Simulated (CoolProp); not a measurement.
Vapour-liquid equilibrium of R134a (1) + R124 (2) at 1050 kPa; x and y are mole fractions of (1).

Computed with CoolProp (multi-fluid Helmholtz-energy mixture model, Tillner-Roth 1994 and de Vries 1995; pair parameters Bell 2016).

```tsv
x	bubble temperature (°C)	y at the bubble point	dew temperature at overall composition x (°C)	liquid density (mol/L)
0.05	60.5	0.077	…	…
0.2	56.1	0.282	57.9	9.307
0.35	…	0.453	54.6	9.628
0.5	49.1	0.600	…	9.958
0.65	46.3	0.730	48.0	10.30
0.8	43.9	0.849	44.9	10.66
0.95	41.8	0.962	…	11.05
```

What belongs in the gaps?


- 0.05, dew temperature at overall composition x (°C): 61.1
- 0.05, liquid density (mol/L): 8.990
- 0.35, bubble temperature (°C): 52.3
- 0.5, dew temperature at overall composition x (°C): 51.3
- 0.95, dew temperature at overall composition x (°C): 42.1

No azeotrope shows between x = 0.05 and 0.95.

The pair parameters rest on a limited set of measurements; away from them the model extrapolates.
